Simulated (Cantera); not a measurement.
A closed system holds: 1 mol CS2, 0.02 mol O2, held at 5480 Torr.

Equilibrium computed with Cantera from the NASA thermochemical tables; the gas is ideal and each condensed phase is pure. Candidate condensed phases: C, S; 22 gas species. Gases not in the tables: S3 to S7. Kinetics and transport are ignored.

Task: What share of the C ends up in condensed phases as a function of T (K), at 598, 748, 898, 1048, 1198, 1348, 1498, 1648, 1798, 1948, 2098, 2248, 2398, 2548?

Result: 
| T (K) | C condensed (%) | as |
|---|---|---|
| 598 | 97.9 | C(graphite) |
| 748 | 96.9 | C(graphite) |
| 898 | 11.6 | C(graphite) |
| 1048 | 9.2 | C(graphite) |
| 1198 | 10.3 | C(graphite) |
| 1348 | 11.3 | C(graphite) |
| 1498 | 12.3 | C(graphite) |
| 1648 | 13.2 | C(graphite) |
| 1798 | 13.9 | C(graphite) |
| 1948 | 14.2 | C(graphite) |
| 2098 | 13.8 | C(graphite) |
| 2248 | 12.1 | C(graphite) |
| 2398 | 8.3 | C(graphite) |
| 2548 | 1.5 | C(graphite) |
